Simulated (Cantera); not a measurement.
Ignition delay

Mixture: H₂ : O₂ : N₂ = 1 : 0.725 : 2.72 (molar parts), at 9000 Torr, adiabatic and at constant pressure. Ignition delay is the time to a rise of 400 K.

Cantera simulation using the H2/O2 subset of GRI-Mech 3.0, which has no nitrogen chemistry; the numbers are that mechanism's predictions, not measurements. The hydrogen kinetics of GRI-Mech 3.0 are dated; newer H2 mechanisms differ, most at raised pressure. The pressure lies above the range GRI-Mech 3.0 was tuned for (to about 10 atm). Where the delays flatten at high temperature, the 400 K rule measures the pace of heat release, not the induction time.

| T0 (K) | delay (ms) |
|---|---|
| 1323 | 0.00401 |
| 1373 | 0.00256 |
| 1423 | 0.00187 |
| 1473 | 0.00146 |
| 1523 | 0.00119 |
| 1573 | 0.00100 |

* **apparent activation energy between 1473 and 1573 K**: 72 kJ/mol
